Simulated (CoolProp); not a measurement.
A single-stage vapour-compression cycle with chlorine: evaporating at 327.15 K (dew point), condensing at 379.15 K (bubble point), superheat 5 K, subcooling 0 K, compressor efficiency 0.85, no pressure losses. Each further row changes one setting.

Model: reference Helmholtz-energy equation of state, Thol 2021, in CoolProp.

```csv
case,cooling COP,pressure ratio,discharge temperature (K),refrigerating effect (kJ/kg),volumetric capacity (kJ/m³)
as stated,…,2.71,436.8,…,8050
evaporating temperature 332.15 K,4.43,…,…,…,9010
condensing temperature 374.15 K,4.44,2.49,…,173,8360
subcooling 5 K,4.03,2.71,436.8,173,8380
```

Question: What belongs in the gaps?

Answer: 
- as stated, cooling COP: 3.88
- as stated, refrigerating effect (kJ/kg): 166
- evaporating temperature 332.15 K, pressure ratio: 2.43
- evaporating temperature 332.15 K, discharge temperature (K): 430.3
- evaporating temperature 332.15 K, refrigerating effect (kJ/kg): 167
- condensing temperature 374.15 K, discharge temperature (K): 427.0
